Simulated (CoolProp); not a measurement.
Vapour-liquid equilibrium of p-xylene (1) + n-decane (2) at 510.1 K; x and y are mole fractions of (1).

Values from CoolProp's multi-fluid Helmholtz-energy mixture model, Zhou 2012 and Lemmon 2006; pair parameters Bell 2016.

```
x      bubble pressure, mixture model (bar)  bubble pressure, Raoult's law (bar)  y, mixture model  y, Raoult's law
-----  ------------------------------------  -----------------------------------  ----------------  ---------------
0.05                                  4.179                                4.179             0.087            0.096
0.125                                 4.480                                4.482             0.205            0.224
0.2                                   4.781                                4.784             0.309            0.335
0.275                                 5.082                                5.087             0.402            0.433
0.35                                  5.381                                5.390             0.487            0.520
0.425                                 5.681                                5.693             0.564            0.598
0.5                                   5.981                                5.996             0.635            0.668
0.575                                 6.281                                6.299             0.700            0.732
0.65                                  6.583                                6.601             0.761            0.789
0.725                                 6.886                                6.904             0.818            0.842
0.8                                   7.191                                7.207             0.871            0.890
0.875                                 7.498                                7.510             0.922            0.934
0.95                                  7.807                                7.813             0.970            0.975
```

The largest gap from Raoult's law is -0.3 % in bubble pressure, at x = 0.65. No azeotrope shows between x = 0.05 and 0.95.

Pair parameters are fitted to limited data, so mixtures are less certain than the pure fluids.
